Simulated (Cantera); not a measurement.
Chemical vapour transport: B + HCl + H2

A closed system holds: 1 mol B, 0.062 mol HCl, a varied amount of H2, held at 1723 K and 42000 Pa.

Method: chemical equilibrium by Gibbs-energy minimisation in Cantera with the NASA 1993 tables (ideal gas, pure condensed phases). Candidate condensed phases: B; 13 gas species. The tables' values for BCl2, BCl, BH2 are old estimates; treat these amounts as uncertain. Gases not in the tables: BHCl2. The numbers say what is thermodynamically allowed, not how fast it happens.

From 0.14 mol H2 to 1.6 mol H2 the condensed part is B(s).

| n(H2) (mol) | x H2 | x HCl | x BCl3 | x BCl2 | n B(s) |
|---|---|---|---|---|---|
| 0.14 | 0.726 | 0.254 | 0.0172 | 0.00144 | 0.996 |
| 0.27 | 0.822 | 0.172 | 0.00444 | 0.000584 | 0.998 |
| 0.4 | 0.869 | 0.128 | 0.00169 | 0.000307 | 0.999 |
| 0.54 | 0.898 | 0.0999 | 0.000765 | 0.000181 | 0.999 |
| 0.67 | 0.916 | 0.0828 | 0.000423 | 0.000122 | 0.999 |
| 0.8 | 0.928 | 0.0707 | 0.000258 | 8.76e-5 | 0.999 |
| 0.93 | 0.938 | 0.0616 | 0.000168 | 6.59e-5 | 0.999 |
| 1.1 | 0.947 | 0.0527 | 0.000104 | 4.78e-5 | 0.999 |
| 1.2 | 0.951 | 0.0486 | 8.08e-5 | 4.04e-5 | 1.000 |
| 1.3 | 0.954 | 0.0451 | 6.41e-5 | 3.46e-5 | 1.000 |
| 1.5 | 0.960 | 0.0393 | 4.23e-5 | 2.62e-5 | 1.000 |
| 1.6 | 0.962 | 0.0370 | 3.50e-5 | 2.31e-5 | 1.000 |
x: gas mole fraction; n: condensed amount in mol.
